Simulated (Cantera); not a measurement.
What does this Cantera script print?

```python
import numpy as np
import cantera as ct

gas = ct.Solution("gri30.yaml")


def delay(T, t_max=10):
    gas.TPX = T, 100000, {'CH4': 1, 'C2H6': 0.044, 'C3H8': 0.17, 'O2': 5.09, 'N2': 13.7}
    reactor = ct.IdealGasReactor(gas, clone=False)
    net = ct.ReactorNet([reactor])
    net.rtol, net.atol = 1e-8, 1e-16
    while net.time < t_max:
        t_old, T_old = net.time, reactor.T
        net.step()
        if reactor.T > T + 400:  # ignition: a rise of 400 K
            return t_old + (T + 400 - T_old) / (reactor.T - T_old) * (net.time - t_old)
    return np.nan


taus = []
for T in [1048, 1148, 1248, 1348, 1448, 1548, 1648, 1748, 1848, 1948]:
    taus.append(delay(T))
    print(f"T0 = {T:6g} K   tau = {taus[-1]:.4e} s")
```

It prints:

```
T0 =   1048 K   tau = 9.0511e-02 s
T0 =   1148 K   tau = 1.4057e-02 s
T0 =   1248 K   tau = 2.4262e-03 s
T0 =   1348 K   tau = 5.4337e-04 s
T0 =   1448 K   tau = 1.6583e-04 s
T0 =   1548 K   tau = 6.7005e-05 s
T0 =   1648 K   tau = 3.3695e-05 s
T0 =   1748 K   tau = 1.9850e-05 s
T0 =   1848 K   tau = 1.3081e-05 s
T0 =   1948 K   tau = 9.3285e-06 s
```

Model: GRI-Mech 3.0 (53 species, 325 reactions), integrated in Cantera. GRI-Mech 3.0 was tuned for natural gas; its chemistry of propane as a main component is partial and can be far from experiment.
